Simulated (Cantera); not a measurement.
An isothermal, constant-pressure homogeneous reactor starts with NO : N₂ = 8.5 : 0.21 (molar parts), at 1775 K and 27000 Pa.

Model: GRI-Mech 3.0 (53 species, 325 reactions), integrated in Cantera.

Problem. Predict: x(NO) at 3.00 s; x(N₂) at 3.00 s; x(NO₂) at 3.00 s; x(O) at 3.00 s; x(O₂) at 3.00 s; x(N₂O) at 3.00 s.

Solution. 
| Property | Value |
|---|---|
| x(NO) at 3.00 s | 0.736 (gas-phase equilibrium 0.00468) |
| x(N₂) at 3.00 s | 0.144 (gas-phase equilibrium 0.510) |
| x(NO₂) at 3.00 s | 0.000765 (gas-phase equilibrium 9.77e-6) |
| x(O) at 3.00 s | 6.79e-5 (gas-phase equilibrium 0.000129) |
| x(O₂) at 3.00 s | 0.119 (gas-phase equilibrium 0.485) |
| x(N₂O) at 3.00 s | 0.000199 (gas-phase equilibrium 1.13e-7) |
